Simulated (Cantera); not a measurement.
Charge: 1 mol SiHCl3, 0.046 mol Cl2, 67 mol H2, held at 0.0260 bar.

Cantera equilibrium calculation (NASA polynomials, part measured and part estimated; ideal gas, pure solids and liquids). Candidate condensed phases: Si; 19 gas species. Rates play no part.

**Question.** What share of the Si ends up in condensed phases as a function of T (°C), at 775, 825, 875, 925, 975, 1025, 1075, 1125, 1175, 1225, 1275, 1325, 1375?

**Answer.** 
| T (°C) | Si condensed (%) | as |
|---|---|---|
| 775 | 49.3 | Si(s) |
| 825 | 58.1 | Si(s) |
| 875 | 65.1 | Si(s) |
| 925 | 69.5 | Si(s) |
| 975 | 71.4 | Si(s) |
| 1025 | 71.8 | Si(s) |
| 1075 | 71.6 | Si(s) |
| 1125 | 71.0 | Si(s) |
| 1175 | 70.4 | Si(s) |
| 1225 | 69.7 | Si(s) |
| 1275 | 69.0 | Si(s) |
| 1325 | 68.3 | Si(s) |
| 1375 | 67.5 | Si(s) |
